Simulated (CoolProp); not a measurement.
Vapour pressure (kPa) of carbon monoxide: the reference equation beside estimates from Tc = 132.9 K, pc = 3498 kPa, ω = 0.050. Clausius-Clapeyron is anchored at 83.4 K with a constant enthalpy of vaporisation of 5.944 kJ/mol.

Model: reference Helmholtz-energy equation of state, Lemmon 2006, in CoolProp. It is a short technical equation, of lower accuracy than the large ones.

```
T (K)  reference  Lee-Kesler  Clausius-Clapeyron  van der Waals  Redlich-Kwong  Soave-Redlich-Kwong
-----  ---------  ----------  ------------------  -------------  -------------  -------------------
77.2       59.21       59.26               61.92          251.9          50.73                58.82
80.3       86.77       86.80               88.53          316.9          77.31                86.28
83.4       123.3       123.3               123.3          392.5          113.4                122.7
86.4       168.6       168.8               166.0          476.4          159.1                168.2
89.5       227.7       228.0               221.1          574.9          219.4                227.5
92.6       301.0       301.3               288.8          685.9          294.9                301.2
95.7       390.3       390.8               370.9          810.1          387.6                391.3
98.7       493.8       494.4               465.4          943.4          495.6                496.0
101.8      620.4       620.9               580.3           1095          627.8                624.3
104.9      769.0       769.1               714.1           1262          783.0                775.0
107.9      935.6       935.1               863.1           1437          956.6                944.2
111         1133        1132                1039           1634           1162                 1145
114.1       1359        1357                1237           1847           1396                 1375
```

Absolute difference from the reference over all 13 rows, mean and median: Lee-Kesler 0.1 and 0.1 %, Clausius-Clapeyron 5.0 and 5.0 %, van der Waals 134.2 and 107.6 %, Redlich-Kwong 4.3 and 2.6 %, Soave-Redlich-Kwong 0.6 and 0.6 %.
